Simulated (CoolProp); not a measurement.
Propane along the isotherm 314 K: fugacity coefficient from the reference equation and from simpler models built on Tc = 369.9 K, pc = 4251 kPa, ω = 0.152; each cubic takes its own stable root.

The numbers come from the reference Helmholtz-energy equation of state, Lemmon 2009 in CoolProp.

| p (kPa) | phase | reference |
|---|---|---|
| 6.72 | gas | 0.9991 |
| 13.8 | gas | 0.9982 |
| 28.3 | gas | 0.9962 |
| 58.2 | gas | 0.9922 |
| 120 | gas | 0.9840 |
| 245 | gas | 0.9673 |
| 504 | gas | 0.9328 |
| 1040 | gas | 0.8615 |
| 2130 | liquid | 0.5476 |

Question: How far does each simpler model (Soave-Redlich-Kwong, Peng-Robinson) lie from the reference over these 9 states: mean and median of the absolute difference, and the worst?

Answer: 
- Soave-Redlich-Kwong: mean 0.3 %, median 0.0 %, worst +1.8 % at 314 K and 2130 kPa
- Peng-Robinson: mean 0.2 %, median 0.1 %, worst -0.7 % at 314 K and 2130 kPa
